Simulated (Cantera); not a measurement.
Si + H2O (chemical vapour transport)

A closed system holds: 1 mol Si, 0.017 mol H2O, held at 0.133 bar.

Cantera equilibrium calculation (NASA polynomials, part measured and part estimated; ideal gas, pure solids and liquids). Candidate condensed phases: H2O, Si, SiO2; 18 gas species. Mutual solubility and eutectic melting of coexisting phases are not modelled. The tables hold silica as quartz up to 1696 K and as liquid above; real silica turns to tridymite and cristobalite and melts near 1996 K. The numbers say what is thermodynamically allowed, not how fast it happens.

At 550 °C the condensed part is Si(s) + SiO2(α-quartz). From 650 °C to 1250 °C the condensed part is Si(s) + SiO2(β-quartz). The main Si-bearing gas is SiH4 at 550 °C and SiO at 1250 °C.

| T (°C) | log p H2 | log p SiO | log p H | log p H2O | n Si(s) | n SiO2(α-quartz) | n SiO2(β-quartz) |
|---|---|---|---|---|---|---|---|
| 550 | -0.88 | <-12 | -11.57 | -12.20 | 0.992 | 0.00850 | 0 |
| 650 | -0.88 | -10.80 | -10.05 | -10.78 | 0.992 | 0 | 0.00850 |
| 750 | -0.88 | -8.88 | -8.82 | -9.65 | 0.992 | 0 | 0.00850 |
| 850 | -0.88 | -7.30 | -7.81 | -8.72 | 0.992 | 0 | 0.00850 |
| 950 | -0.88 | -5.99 | -6.96 | -7.95 | 0.992 | 0 | 0.00850 |
| 1050 | -0.88 | -4.88 | -6.24 | -7.29 | 0.991 | 0 | 0.00850 |
| 1150 | -0.88 | -3.93 | -5.62 | -6.73 | 0.991 | 0 | 0.00849 |
| 1250 | -0.88 | -3.11 | -5.08 | -6.25 | 0.991 | 0 | 0.00845 |
log p: log10 of the partial pressure in bar; n: condensed amount in mol.
